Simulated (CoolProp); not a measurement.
The numbers come from the reference Helmholtz-energy equation of state, Schmidt 1985 in CoolProp.

Q: For oxygen, give the phase and the cv (kJ/(kg K)), Joule-Thomson coefficient (K/MPa), viscosity (µPa s), Prandtl number at -117.25 °C and 0.239 MPa; -117.25 °C and 1.63 MPa.

A: 
- -117.25 °C and 0.239 MPa: gas; cv 0.655, Joule-Thomson coefficient 8.52, viscosity 11.8, Prandtl number 0.762
- -117.25 °C and 1.63 MPa: gas; cv 0.690, Joule-Thomson coefficient 8.67, viscosity 12.2, Prandtl number 0.846

Viscosity comes from a separate model (Lemmon 2004). Thermal conductivity comes from a separate model (Lemmon 2004).
